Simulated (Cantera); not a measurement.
Cantera run, input and output.

```python
import numpy as np
import cantera as ct

gas = ct.Solution("gri30.yaml")
gas.TPX = 1175, 101325, {'CH4': 1, 'O2': 3.03, 'N2': 11.4}
reactor = ct.IdealGasConstPressureReactor(gas, energy="on", clone=False)
net = ct.ReactorNet([reactor])
net.rtol, net.atol = 1e-08, 1e-16
show = ['CH4', 'O2', 'HCN', 'HO2', 'H2', 'CH3', 'NO']
times = np.geomspace(3e-06, 0.7, 12)

steps = ct.SolutionArray(gas, extra=["t"])
rows = []
print(f"{'t/s':>10s}{'T/K':>9s}{'P/Pa':>11s}" + "".join(f"{s:>11s}" for s in show))
for t in times:
    while net.time < t:
        t_next = net.step()
        steps.append(gas.state, t=t_next)
    rows.append([np.interp(t, steps.t, y) for y in (steps.T, steps.P, *steps(*show).X.T)])
    print(f"{t:10.3e}{rows[-1][0]:9.1f}{rows[-1][1]:11.4g}" + "".join(f"{x:11.3e}" for x in rows[-1][2:]))
rate = np.gradient(steps.T, steps.t)
print("integrator steps:", len(steps.t))
if steps.T.max() > steps.T[0] + 200:
    print(f"time of steepest temperature rise: {steps.t[rate.argmax()]:.4e} s")
gas.TPX = 1175, 101325, {'CH4': 1, 'O2': 3.03, 'N2': 11.4}
gas.equilibrate("HP")
print(f"equilibrium (HP): T = {gas.T:.1f} K  " + "  ".join(f"{s} {gas[s].X[0]:.3e}" for s in show))
```

Output:

```
       t/s      T/K       P/Pa        CH4         O2        HCN        HO2         H2        CH3         NO
 3.000e-06   1175.0  1.013e+05  6.481e-02  1.964e-01  6.534e-27  1.095e-09  3.074e-12  1.112e-09  2.239e-23
 9.228e-06   1175.0  1.013e+05  6.481e-02  1.964e-01  6.241e-26  3.367e-09  1.378e-11  3.445e-09  2.135e-22
 2.839e-05   1175.0  1.013e+05  6.481e-02  1.964e-01  5.970e-25  1.033e-08  5.420e-11  1.070e-08  1.283e-21
 8.732e-05   1175.0  1.013e+05  6.481e-02  1.964e-01  5.784e-24  3.146e-08  2.480e-10  3.373e-08  8.683e-21
 2.686e-04   1175.0  1.013e+05  6.481e-02  1.964e-01  5.877e-23  9.385e-08  1.607e-09  1.128e-07  7.432e-20
 8.262e-04   1175.0  1.013e+05  6.481e-02  1.964e-01  7.232e-22  2.600e-07  1.689e-08  4.602e-07  8.341e-19
 2.542e-03   1175.0  1.013e+05  6.480e-02  1.964e-01  1.774e-20  5.011e-07  3.182e-07  2.632e-06  1.449e-17
 7.818e-03   1175.3  1.013e+05  6.475e-02  1.963e-01  4.772e-19  7.348e-07  4.256e-06  6.408e-06  1.937e-16
 2.405e-02   1177.3  1.013e+05  6.436e-02  1.961e-01  9.580e-18  2.464e-06  4.670e-05  1.169e-05  2.078e-15
 7.398e-02   2397.4  1.013e+05  7.907e-19  6.410e-02  3.468e-12  4.935e-06  1.713e-03  5.496e-18  4.885e-03
 2.276e-01   2389.6  1.013e+05  7.479e-19  6.171e-02  4.873e-12  4.696e-06  1.678e-03  5.067e-18  9.798e-03
 7.000e-01   2389.6  1.013e+05  7.477e-19  6.170e-02  4.878e-12  4.695e-06  1.678e-03  5.065e-18  9.820e-03
integrator steps: 2415
time of steepest temperature rise: 5.2403e-02 s
equilibrium (HP): T = 2389.6 K  CH4 1.093e-18  O2 6.170e-02  HCN 4.878e-12  HO2 4.695e-06  H2 1.678e-03  CH3 7.407e-18  NO 9.820e-03
```

Detailed kinetics in Cantera: GRI-Mech 3.0 (53 species, 325 reactions).
